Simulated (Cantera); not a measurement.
**Hydrocarbon pyrolysis for carbon deposition**

An isothermal, constant-pressure homogeneous reactor starts with 18.2 % CH4, 81.8 % N2, at 1425 K and 0.310 bar.

Computed with Cantera and GRI-Mech 3.0 (53 species, 325 reactions). GRI-Mech 3.0 stops at C3 and has no aromatics, soot or wall deposition, so with more carbon than oxygen in the feed, carbon stays in small species such as C2H2 where larger ones or solid carbon would form.

```csv
t (s),x CH4,x C2H4,x C2H6,x C2H2,x H2
8.00e-6,0.182,<1e-12,<1e-12,<1e-12,2.96e-8
3.53e-5,0.182,<1e-12,4.37e-12,<1e-12,1.47e-7
0.000156,0.182,7.26e-11,3.90e-10,<1e-12,6.68e-7
0.000690,0.182,6.77e-9,3.30e-8,2.05e-12,2.98e-6
0.00305,0.182,4.87e-7,2.16e-6,9.04e-10,1.41e-5
0.0135,0.182,1.24e-5,3.60e-5,1.72e-7,8.25e-5
0.0594,0.181,0.000187,0.000177,1.62e-5,0.000636
0.263,0.176,0.00139,0.000293,0.000927,0.00590
1.16,0.157,0.00138,0.000159,0.00905,0.0301
5.12,0.112,0.000986,5.51e-5,0.0287,0.0882
22.6,0.0452,0.00194,9.61e-6,0.0560,0.172
100,0.0158,0.00272,2.85e-6,0.0677,0.209
```
x: mole fraction; the columns are a selection and need not sum to one.

Equilibrium at this temperature and pressure: CH4 0.0115, C2H4 0.00146, C2H6 1.54e-6, C2H2 0.0353, H2 0.215 (gas phase only).
